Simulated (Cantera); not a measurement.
Feed: 1 mol C3H6, 0.36 mol CO2, 0.18 mol N2, held at 550 °C and 0.280 bar.

Cantera equilibrium calculation (NASA polynomials, part measured and part estimated; ideal gas, pure solids and liquids). Candidate condensed phases: C, C6H6, C7H8, C8H18, H2O; 136 gas species. Kinetics and transport are ignored.

Base state: H2 0.637, H2O 0.117, CH4 0.106, N2 0.0579, CO 0.0495, CO2 0.0328, NH3 8.17e-5 (mole fractions); condensed: C(graphite).

Task: What changes in the equilibrium state with this change: CO2 from 0.36 to 0.56 mol?

Result: 
```csv
species,before,after
H2,0.637,0.581
H2O,0.117,0.146
CH4,0.106,0.0883
CO2,0.0328,0.0618
CO,0.0495,0.0679
N2,0.0579,0.0542
NH3,8.17e-5,6.90e-5
"C(graphite), mol",2.78,2.84
```

Task: What changes in the equilibrium state with this change: pressure from 0.280 bar to 32.0 bar?

Result: 
```json
[
 {"species": "CH4", "before": "0.106", "after": "0.493"},
 {"species": "H2O", "before": "0.117", "after": "0.257"},
 {"species": "H2", "before": "0.637", "after": "0.129"},
 {"species": "CO", "before": "0.0495", "after": "0.00471"},
 {"species": "N2", "before": "0.0579", "after": "0.0819"},
 {"species": "CO2", "before": "0.0328", "after": "0.0341"},
 {"species": "C2H6", "before": "4.77e-7", "after": "5.12e-5"},
 {"species": "NH3", "before": "8.17e-5", "after": "0.00101"},
 {"species": "C(graphite), mol", "before": "2.78", "after": "2.20"}
]
```
The ideal-gas law is rough above about 30 bar.

Task: What changes in the equilibrium state with this change: C3H6 replaced by CO?

Result: 
```csv
species,before,after
CO2,0.0328,0.629
CO,0.0495,0.217
N2,0.0579,0.154
H2,0.637,0
H2O,0.117,0
CH4,0.106,0
NH3,8.17e-5,0
"C(graphite), mol",2.78,0.374
```
